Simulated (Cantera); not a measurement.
A closed system holds: 1 mol Si, 0.6 mol O₂, 160 mol H₂, at 1825 °C and 0.100 bar.

Equilibrium computed with Cantera from the NASA thermochemical tables; the gas is ideal and each condensed phase is pure. Candidate condensed phases: H₂O, Si, SiO₂; 18 gas species. Kinetics and transport are ignored.

Base state: H₂ 0.983, H 0.00965, SiO 0.00618, H₂O 0.00124 (mole fractions); condensed: gas only.

### Question
What changes in the equilibrium state with this change: Si replaced by Si₃N₄?

### Answer
| species | before | after |
|---|---|---|
| H₂ | 0.983 | 0.969 |
| N₂ | 0 | 0.0122 |
| H | 0.00965 | 0.00958 |
| Si | 3.48e-7 | 0.00131 |
| SiO | 0.00618 | 0.00731 |
| Si₂ | <1e-9 | 1.69e-5 |
| Si₂N | 0 | 1.14e-5 |
| SiH | 5.94e-8 | 0.000222 |
| SiH₂ | 4.73e-8 | 0.000175 |
| H₂O | 0.00124 | 3.84e-7 |
| Si(l), mol | 0 | 1.51 |
Gases not in the tables: Si₂H₆ and higher silanes. Further candidate phases: Si₂N₂O, Si₃N₄.
